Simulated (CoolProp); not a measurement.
The numbers come from the reference Helmholtz-energy equation of state, Gao 2022 in CoolProp.

Q: For n-perfluoropentane, give the phase and the density (kg/m³), cp (kJ/(kg K)), cv (kJ/(kg K)), speed of sound (m/s) at -84.45 °C and 1110 kPa.

A: 
- -84.45 °C and 1110 kPa: liquid; density 1930, cp 0.847, cv 0.657, speed of sound 762
